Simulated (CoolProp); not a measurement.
Toluene at several states: fugacity coefficient from the reference equation and from simpler models built on Tc = 591.7 K, pc = 4.126 MPa, ω = 0.266; each cubic takes its own stable root.

The numbers come from the reference Helmholtz-energy equation of state, Lemmon 2006 in CoolProp. It is a short technical equation, of lower accuracy than the large ones.

```
T (K)  p (MPa)   phase   reference  Soave-Redlich-Kwong  Peng-Robinson
-----  -------  ------  ----------  -------------------  -------------
340.3     1.04  liquid  (withheld)              0.02375     (withheld)
535     0.0281     gas      0.9965               0.9968         0.9965
563.1    0.469     gas      0.9513           (withheld)         0.9503
528.4   0.0271     gas      0.9965               0.9968         0.9965
```

What belongs in the gaps?


- 340.3, reference: 0.02411
- 340.3, Peng-Robinson: 0.02440
- 563.1, Soave-Redlich-Kwong: 0.9547
